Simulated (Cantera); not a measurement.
A perfectly stirred reactor is fed with 3.23 % C3H8, 96.8 % H2, at 0.00570 bar; it is held at 1550 K, and followed from long to short residence time.

Computed with Cantera and GRI-Mech 3.0 (53 species, 325 reactions). GRI-Mech 3.0 was tuned for natural gas; its chemistry of propane as a main component is partial and can be far from experiment. GRI-Mech 3.0 stops at C3 and has no aromatics, soot or wall deposition, so with more carbon than oxygen in the feed, carbon stays in small species such as C2H2 where larger ones or solid carbon would form. Radical loss at walls, strong at low pressure, is not modelled.

x: mole fraction; the columns are a selection and need not sum to one.

| τ (s) | x C3H8 | x H2 | x CH4 | x CH2 | x C2H2 |
|---|---|---|---|---|---|
| 0.31 | 7.42e-5 | 0.938 | 0.0301 | (withheld) | 0.0285 |
| 0.14 | 0.000150 | 0.936 | 0.0321 | (withheld) | 0.0263 |
| 0.067 | 0.000292 | 0.936 | 0.0332 | (withheld) | 0.0237 |
| 0.032 | 0.000567 | 0.935 | 0.0335 | (withheld) | 0.0203 |
| 0.015 | 0.00111 | 0.935 | 0.0331 | (withheld) | 0.0160 |
| 0.0069 | 0.00219 | 0.936 | 0.0317 | (withheld) | 0.0110 |
| 0.0032 | 0.00426 | 0.937 | 0.0288 | (withheld) | 0.00629 |
| 0.0015 | 0.00829 | 0.942 | 0.0235 | (withheld) | 0.00271 |
| 0.00071 | 0.0154 | 0.949 | 0.0150 | (withheld) | 0.000713 |
| 0.00033 | 0.0240 | 0.959 | 0.00607 | (withheld) | 8.94e-5 |

What belongs in the gaps?


- 0.31, x CH2: 7.47e-7
- 0.14, x CH2: 9.63e-7
- 0.067, x CH2: 1.18e-6
- 0.032, x CH2: 1.44e-6
- 0.015, x CH2: 1.79e-6
- 0.0069, x CH2: 2.29e-6
- 0.0032, x CH2: 2.87e-6
- 0.0015, x CH2: 3.24e-6
- 0.00071, x CH2: 2.81e-6
- 0.00033, x CH2: 1.47e-6
